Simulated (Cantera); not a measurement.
Low-pressure radical oxidation in H2/O2

A perfectly stirred reactor is fed with H₂ : O₂ : N₂ = 0.33 : 1 : 0.22 (molar parts), equivalence ratio 0.17, at 0.00250 bar; it is held at 1125 K, and followed from long to short residence time.

Detailed kinetics in Cantera: the H2/O2 subset of GRI-Mech 3.0, which has no nitrogen chemistry. Radical loss at walls, strong at low pressure, is not modelled. The temperature is held fixed by assumption; the heat of reaction is taken as removed at once.

```tsv
τ (s)	x H₂	x O₂	x H₂O₂	x HO₂	x OH	x O
3.3	0.00216	0.594	8.69e-8	1.69e-6	0.00322	0.00912
1.2	0.00392	0.586	8.08e-8	1.82e-6	0.00434	0.0168
0.43	0.00664	0.573	6.89e-8	1.83e-6	0.00559	0.0291
0.15	0.0101	0.557	5.71e-8	1.73e-6	0.00668	0.0434
0.055	0.0140	0.547	5.26e-8	1.63e-6	0.00745	0.0517
0.020	0.0213	0.546	5.72e-8	1.56e-6	0.00829	0.0515
0.0071	0.0385	0.555	7.02e-8	1.48e-6	0.00929	0.0439
0.0025	0.0780	0.577	7.99e-8	1.32e-6	0.00939	0.0308
0.00090	0.158	0.617	4.21e-8	9.38e-7	0.00530	0.0121
```
x: mole fraction; the columns are a selection and need not sum to one.
